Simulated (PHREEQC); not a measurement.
Dissolve 0.0017 mol MgCl2, 4.6e-05 mol Na2CO3 and 0.0022 mol NaCl per kg of water at 25 °C. Closed to the air; pH follows from the charge balance.

Model: ion-association model, phreeqc.dat, run in PHREEQC.

This is a speciation only: nothing precipitates in the calculation.

Q: Estimate the pH.

A: pH 9.37.

Q: In which forms is C present?

A: HCO3- 78 %, CO3-2 11 %, MgCO3 8.9 %, MgHCO3+ 1.1 % of the C.
